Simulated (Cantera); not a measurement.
A freely propagating, adiabatic, planar premixed flame of CH4 : O2 : N2 = 1 : 2.33 : 8.74 (molar parts), unburnt at 548 K and 100.0 Torr; mixture-averaged transport, grid criteria slope 0.08 and curve 0.16, no radiation.

Model: GRI-Mech 3.0 (53 species, 325 reactions), integrated in Cantera. Burning velocities carry a grid error of a few per cent, more on coarse grids.

**Question.** What does this change do: inlet temperature 548 to 525 K?

**Answer.** 
| quantity | before | after |
|---|---|---|
| laminar burning velocity | 149 cm/s | 138 cm/s |
| thermal thickness | 2.10 mm | 2.13 mm |
| peak x(C2H6) | 0.000778 | 0.000762 |
| peak x(CH2CO) | 5.95e-5 | 5.70e-5 |
| peak x(CH2O) | 0.000953 | 0.000931 |
